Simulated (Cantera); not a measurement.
Feed: 1 mol Si, a varied amount of Cl2, 2.7 mol H2, held at 575 K and 1 atm.

Cantera equilibrium calculation (NASA polynomials, part measured and part estimated; ideal gas, pure solids and liquids). Candidate condensed phases: Si; 19 gas species. Kinetics and transport are ignored.

Question: Which condensed phases are stable at each of these points (n(Cl2) (mol)): 0.5, 0.66, 0.88, 1.2, 1.6, 2.1, 2.7?

Answer: 
```tsv
n(Cl2) (mol)	condensed phases	Si condensed (%)
0.5	Si(s)	71.7
0.66	Si(s)	62.9
0.88	Si(s)	50.9
1.2	Si(s)	33.5
1.6	Si(s)	12.0
2.1	gas only	0.0
2.7	gas only	0.0
```

From 0.5 mol Cl2 to 1.6 mol Cl2 the condensed part is Si(s). From 2.1 mol Cl2 to 2.7 mol Cl2 nothing is condensed.
